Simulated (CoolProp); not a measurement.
Saturated liquid density (kg/m³) of sulfur hexafluoride: the reference equation beside estimates from Tc = 318.7 K, pc = 3.755 MPa, ω = 0.210. Rackett uses Z = 0.29056 − 0.08775 ω.

Values from CoolProp's reference Helmholtz-energy equation of state, Guder 2009.

| T (K) | reference | Rackett | van der Waals | Redlich-Kwong | Soave-Redlich-Kwong | Peng-Robinson |
|---|---|---|---|---|---|---|
| 233.6 | 1794 | 1857 | 1146 | 1650 | 1708 | 1936 |
| 240 | 1761 | 1820 | 1124 | 1610 | 1669 | 1892 |
| 246.4 | 1726 | 1783 | 1100 | 1567 | 1627 | 1846 |
| 252.8 | 1689 | 1743 | 1075 | 1523 | 1583 | 1796 |
| 259.2 | 1651 | 1702 | 1049 | 1476 | 1536 | 1743 |
| 265.6 | 1610 | 1659 | 1022 | 1426 | 1486 | 1686 |
| 272 | 1566 | 1613 | 992.2 | 1373 | 1431 | 1624 |
| 278.4 | 1519 | 1564 | 960.6 | 1316 | 1373 | 1557 |
| 284.8 | 1468 | 1510 | 926.3 | 1255 | 1309 | 1482 |
| 291.2 | 1411 | 1452 | 888.5 | 1188 | 1238 | 1400 |
| 297.5 | 1347 | 1386 | 846.8 | 1114 | 1159 | 1308 |
| 303.9 | 1270 | 1307 | 797.5 | 1027 | 1066 | 1198 |
| 310.3 | 1169 | 1206 | 736.0 | 921.7 | 951.1 | 1062 |

Absolute difference from the reference over all 13 rows, mean and median: Rackett 3.1 and 3.0 %, van der Waals 36.7 and 36.6 %, Redlich-Kwong 13.2 and 12.3 %, Soave-Redlich-Kwong 9.7 and 8.6 %, Peng-Robinson 5.0 and 5.6 %.
